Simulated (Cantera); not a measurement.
Charge: 1 mol trisilylamine, 57 mol N₂, 0.12 mol H₂, at 850 K and 0.100 bar.

Method: chemical equilibrium by Gibbs-energy minimisation in Cantera with the NASA 1993 tables (ideal gas, pure condensed phases). Candidate condensed phases: Si, Si₃N₄; 18 gas species. The feed counts by its element totals alone. Rates play no part.

Task: What is the equilibrium state?

Result: 
```
Quantity                             Result
--------------------------------  ---------
x(N₂)                                 0.923
x(H₂)                                0.0768
x(NH₃)                              3.80e-6
n(Si₃N₄(s))                        1.00 mol
gas amount                        60.12 mol
log10 activity of Si(s) (absent)      -8.80
```
